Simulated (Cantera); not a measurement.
Charge: 1 mol Si2Cl6, 150 mol N2, held at 0.00120 bar.

Cantera equilibrium calculation (NASA polynomials, part measured and part estimated; ideal gas, pure solids and liquids). Candidate condensed phases: Si, Si3N4; 13 gas species. The feed counts by its element totals alone. N2 is the only nitrogen source here; it is nearly inert below about 1500 K, so the nitride shown seldom forms there in practice. The tables' values for SiCl3 are old estimates; treat these amounts as uncertain. Equilibrium is a limit: real reactors are often held back by kinetics, nucleation or transport.

x: gas mole fraction; n: condensed amount in mol.

```
T (K)   x N2  x SiCl4   x SiCl2   x SiCl3  x Cl    x SiCl  n Si3N4(s)
-----  -----  -------  --------  --------  ----  --------  ----------
948    0.990  0.00991   8.41e-7   1.57e-5   ___    <1e-12       0.166
973    0.990  0.00990   2.11e-6   2.70e-5   ___    <1e-12       0.166
998    0.990  0.00989   5.05e-6   4.51e-5   ___    <1e-12       0.166
1023   0.990  0.00986   1.16e-5   7.35e-5   ___    <1e-12       0.165
1048   0.990  0.00982   2.55e-5  0.000117   ___    <1e-12       0.165
1073   0.990  0.00976   5.38e-5  0.000181   ___    <1e-12       0.163
1098   0.990  0.00966  0.000110  0.000275   ___  3.25e-12       0.160
1123   0.990  0.00951  0.000216  0.000406   ___  1.22e-11       0.156
1148   0.990  0.00927  0.000410  0.000587   ___  4.32e-11       0.149
1173   0.990  0.00892  0.000752  0.000825   ___  1.44e-10       0.137
1198   0.989  0.00840   0.00133   0.00112   ___  4.54e-10       0.119
1223   0.989  0.00767   0.00225   0.00147   ___   1.35e-9      0.0913
1248   0.988  0.00668   0.00365   0.00184   ___   3.81e-9      0.0514
1273   0.987  0.00550   0.00551   0.00215   ___   9.87e-9           0
```

Task: Fill in the missing entries.

Result: 
- 948, x Cl: 1.02e-8
- 973, x Cl: 2.13e-8
- 998, x Cl: 4.30e-8
- 1023, x Cl: 8.39e-8
- 1048, x Cl: 1.58e-7
- 1073, x Cl: 2.90e-7
- 1098, x Cl: 5.17e-7
- 1123, x Cl: 8.97e-7
- 1148, x Cl: 1.52e-6
- 1173, x Cl: 2.50e-6
- 1198, x Cl: 4.00e-6
- 1223, x Cl: 6.24e-6
- 1248, x Cl: 9.45e-6
- 1273, x Cl: 1.40e-5
